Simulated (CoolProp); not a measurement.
Aqueous potassium carbonate as a coolant, 16 % by mass, freezing at -6.4 °C, 1 atm.

Model: Melinder's fits for secondary coolants, in CoolProp.

```json
[
 {"T (°C)": "-4.1", "conductivity (W/(m K))": "0.544", "cp (kJ/(kg K))": "3.421", "viscosity (mPa s)": "2.80", "density (kg/m³)": "1157"},
 {"T (°C)": "-0.3", "conductivity (W/(m K))": "0.549", "cp (kJ/(kg K))": "3.428", "viscosity (mPa s)": "2.50", "density (kg/m³)": "1157"},
 {"T (°C)": "3.5", "conductivity (W/(m K))": "[?]", "cp (kJ/(kg K))": "[?]", "viscosity (mPa s)": "2.24", "density (kg/m³)": "1155"},
 {"T (°C)": "7.3", "conductivity (W/(m K))": "0.561", "cp (kJ/(kg K))": "3.441", "viscosity (mPa s)": "[?]", "density (kg/m³)": "1154"},
 {"T (°C)": "11.1", "conductivity (W/(m K))": "[?]", "cp (kJ/(kg K))": "3.448", "viscosity (mPa s)": "1.84", "density (kg/m³)": "1153"},
 {"T (°C)": "14.9", "conductivity (W/(m K))": "0.574", "cp (kJ/(kg K))": "3.454", "viscosity (mPa s)": "1.69", "density (kg/m³)": "1152"},
 {"T (°C)": "18.7", "conductivity (W/(m K))": "0.580", "cp (kJ/(kg K))": "3.460", "viscosity (mPa s)": "[?]", "density (kg/m³)": "1150"},
 {"T (°C)": "22.5", "conductivity (W/(m K))": "0.587", "cp (kJ/(kg K))": "3.467", "viscosity (mPa s)": "1.43", "density (kg/m³)": "1148"},
 {"T (°C)": "26.3", "conductivity (W/(m K))": "0.593", "cp (kJ/(kg K))": "3.473", "viscosity (mPa s)": "1.32", "density (kg/m³)": "1147"},
 {"T (°C)": "30.1", "conductivity (W/(m K))": "0.599", "cp (kJ/(kg K))": "3.479", "viscosity (mPa s)": "1.23", "density (kg/m³)": "1145"},
 {"T (°C)": "33.9", "conductivity (W/(m K))": "0.606", "cp (kJ/(kg K))": "3.484", "viscosity (mPa s)": "1.14", "density (kg/m³)": "1143"}
]
```

### Question
Fill in the missing entries.

### Answer

- 3.5, conductivity (W/(m K)): 0.555
- 3.5, cp (kJ/(kg K)): 3.435
- 7.3, viscosity (mPa s): 2.03
- 11.1, conductivity (W/(m K)): 0.568
- 18.7, viscosity (mPa s): 1.55
